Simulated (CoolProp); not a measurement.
Vapour-liquid equilibrium of R152A (1) + methanol (2) at 284.1 K; x and y are mole fractions of (1).

Model: multi-fluid Helmholtz-energy mixture model, Outcalt 1996 and de Reuck 1993; pair parameters Bell 2016, in CoolProp.

Give the bubble pressure and the first vapour's composition at x = 0.05, 0.15, 0.55. Is there an azeotrope?

x = 0.05: 91.09 kPa, y = 0.914; x = 0.15: 176.9 kPa, y = 0.956; x = 0.55: 261.2 kPa, y = 0.974. No azeotrope shows between x = 0.05 and 0.95.

Pair parameters are fitted to limited data, so mixtures are less certain than the pure fluids. With so large a gap from Raoult's law the liquid may split in two, which this calculation doesn't test in full.
